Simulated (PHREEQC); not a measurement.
Phosphoric acid bath: an equilibrium model

Solution (25 °C): 0.11 mol/kgw H3PO4, 0.0023 mol/kgw H2SO4 and 0.0017 mol/kgw H4SiO4. Closed to the air; pH follows from the charge balance.

Computed with PHREEQC (ion-association model, phreeqc.dat).

Each row changes one thing in this solution. This is a speciation only: nothing precipitates in the calculation.

| case | pH | ionic strength (mol/kgw) | H3PO4 (mol/kgw) | H2PO4- (mol/kgw) | HSO4- (mol/kgw) | SO4-2 (mol/kgw) | SI of SiO2(a) (SiO2) |
|---|---|---|---|---|---|---|---|
| as made | 1.59 | 0.0302 | 0.0839 | 0.0261 | 0.00140 | 0.000902 | -0.05 |
| 0.0052 mol/kgw H2S added | 1.59 | 0.0302 | 0.0839 | 0.0261 | 0.00140 | 0.000902 | -0.05 |
| diluted 5-fold with water | 2.02 | 0.0107 | 0.0123 | 0.00972 | 0.000186 | 0.000274 | -0.76 |
| temperature from 25 to 15 °C | 1.57 | 0.0319 | 0.0824 | 0.0276 | 0.00131 | 0.000991 | +0.03 |
| H2SO4 from 0.0023 to 0.00023 mol/kgw | 1.62 | 0.0276 | 0.0828 | 0.0272 | 0.000138 | 9.25e-5 | -0.05 |
| H2SO4 from 0.0023 to 0.00207 mol/kgw | 1.59 | 0.0300 | 0.0837 | 0.0263 | 0.00126 | 0.000814 | -0.05 |
| H3PO4 from 0.11 to 0.055 mol/kgw | 1.75 | 0.0212 | 0.0382 | 0.0168 | 0.00123 | 0.00107 | -0.05 |

Species that the database lacks are ignored. Some of these states are supersaturated (in Quartz (slow to form), Chalcedony (slow to form), for instance).
